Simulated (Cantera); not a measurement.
Input: 1 mol Si, a varied amount of HCl, 11 mol H2, equilibrated at 1225 K and 510000 Pa.

Cantera equilibrium calculation (NASA polynomials, part measured and part estimated; ideal gas, pure solids and liquids). Candidate condensed phases: Si; 19 gas species. The tables' values for SiCl3 are old estimates; treat these amounts as uncertain. Rates play no part.

log p: log10 of the partial pressure in bar; n: condensed amount in mol.

```tsv
n(HCl) (mol)	log p H2	log p SiHCl3	log p HCl	log p SiCl4	log p SiH2Cl2	n Si(s)
0.53	0.70	-1.57	-1.12	-1.88	-2.14	0.882
0.85	0.69	(withheld)	(withheld)	(withheld)	(withheld)	(withheld)
1.2	0.69	-1.20	-0.99	-1.37	-1.90	0.697
1.5	0.68	-1.11	-0.96	-1.25	-1.84	0.613
1.8	0.68	-1.03	-0.94	-1.15	-1.79	0.530
2.1	0.68	-0.98	-0.92	-1.07	-1.76	0.446
2.5	0.67	-0.91	-0.90	-0.98	-1.72	(withheld)
2.8	0.67	-0.87	-0.89	-0.93	-1.69	0.251
```

### Question
Fill in the missing entries.

### Answer

- 0.85, log p SiHCl3: -1.35
- 0.85, log p HCl: -1.04
- 0.85, log p SiCl4: -1.58
- 0.85, log p SiH2Cl2: -1.99
- 0.85, n Si(s): 0.794
- 2.5, n Si(s): 0.334
